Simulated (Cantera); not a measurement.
# NO annealing gas

An isothermal, constant-pressure homogeneous reactor starts with 54.9 % NO, 45.1 % N2, at 1475 K and 120 Torr.

Model: GRI-Mech 3.0 (53 species, 325 reactions), integrated in Cantera.

```
t (s)      x NO   x N2      x O2    x N2O      x O     x NO2
--------  -----  -----  --------  -------  -------  --------
0.000500  0.549  0.451  1.11e-10  1.60e-7  7.74e-8   8.26e-8
0.00128   0.549  0.451  4.87e-10  4.08e-7  9.44e-8   3.15e-7
0.00327   0.549  0.451   2.00e-9  1.04e-6  9.78e-8   9.52e-7
0.00836   0.549  0.451   9.29e-9  2.64e-6  1.03e-7   2.60e-6
0.0214    0.549  0.451   5.37e-8  6.60e-6  1.18e-7   6.87e-6
0.0547    0.549  0.451   3.92e-7  1.60e-5  1.53e-7   1.81e-5
0.140     0.549  0.451   3.54e-6  3.57e-5  2.34e-7   4.66e-5
0.358     0.549  0.451   3.20e-5  6.65e-5  3.60e-7   9.83e-5
0.914     0.549  0.451  0.000182  9.05e-5  4.39e-7  0.000132
2.34      0.548  0.451  0.000628  9.44e-5  4.75e-7  0.000145
5.98      0.546  0.452   0.00178  9.35e-5  5.39e-7  0.000169
15.3      0.540  0.455   0.00467  9.13e-5  6.72e-7  0.000218
39.1      0.525  0.463    0.0118  8.61e-5  9.17e-7  0.000303
100       0.491  0.479    0.0286  7.49e-5  1.32e-6  0.000423
```
x: mole fraction; the columns are a selection and need not sum to one.

Equilibrium at this temperature and pressure: NO 0.00119, N2 0.725, O2 0.274, N2O 2.82e-8, O 3.78e-6, NO2 3.14e-6 (gas phase only).
